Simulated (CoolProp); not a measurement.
Vapour-liquid equilibrium of R143a (1) + R134a (2) at 0.817 MPa; x and y are mole fractions of (1).

The numbers come from the multi-fluid Helmholtz-energy mixture model, Lemmon and Jacobsen 2000 and Tillner-Roth 1994; pair parameters Lemmon 2004 in CoolProp.

**Question.** Give the bubble temperature and the first vapour's composition at x = 0.35, 0.45, 0.75. Is there an azeotrope?

**Answer.** x = 0.35: 296.1 K, y = 0.474; x = 0.45: 293.8 K, y = 0.579; x = 0.75: 287.2 K, y = 0.837. No azeotrope shows between x = 0.05 and 0.95.

The pair parameters rest on a limited set of measurements; away from them the model extrapolates.
